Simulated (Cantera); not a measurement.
A freely propagating, adiabatic, planar premixed flame of C3H8 : O2 : N2 : H2 = 1 : 4.55 : 17.1 : 0.18 (molar parts), unburnt at 450 K and 1430 Torr; mixture-averaged transport, grid criteria slope 0.08 and curve 0.16, no radiation.

Cantera simulation using GRI-Mech 3.0 (53 species, 325 reactions); the numbers are that mechanism's predictions, not measurements. GRI-Mech 3.0 was tuned for natural gas; its chemistry of propane as a main component is partial and can be far from experiment. Burning velocities carry a grid error of a few per cent, more on coarse grids.

x: mole fraction of selected species; z is measured from the peak of heat release.

```
z (mm)   T (K)  u (m/s)    x C3H8     x O2    x C2H6    x CH2     x NO     x H2O
-------  -----  -------  --------  -------  --------  -------  -------  --------
-0.493     450    0.868    0.0438    0.199   1.51e-8    <1e-8    <1e-8   1.75e-5
-0.329     451    0.871    0.0437    0.199   4.26e-7    <1e-8    <1e-8  0.000235
-0.246     457    0.884    0.0436    0.198   3.43e-6    <1e-8  1.77e-8   0.00109
-0.164     505    0.985    0.0431    0.193   5.42e-5    <1e-8  1.78e-7   0.00714
-0.0822    895     1.80    0.0328    0.155   0.00101  1.35e-7  2.66e-6    0.0445
-0.0411   1334     2.77    0.0123    0.109   0.00149  9.12e-6  6.85e-6    0.0819
0         1746     3.70  0.000421   0.0596  0.000195  7.13e-5  1.42e-5     0.118
0.0411    1937     4.12   4.72e-7   0.0306   1.54e-6  3.87e-5  2.49e-5     0.136
0.0822    1998     4.23     <1e-8   0.0189     <1e-8  4.00e-6  3.34e-5     0.141
0.164     2056     4.32     <1e-8      [?]     <1e-8      [?]      [?]     0.142
0.329     2124     4.44     <1e-8  0.00906     <1e-8    <1e-8  5.01e-5     0.144
0.657     2198     4.58     <1e-8      [?]     <1e-8    <1e-8      [?]     0.148
1.31      2263     4.69     <1e-8  0.00420     <1e-8    <1e-8  7.76e-5     0.153
```

Question: Some entries are withheld; supply them.

Answer: 
- 0.164, x O2: 0.0122
- 0.164, x CH2: 1.49e-8
- 0.164, x NO: 4.18e-5
- 0.657, x O2: 0.00653
- 0.657, x NO: 6.15e-5
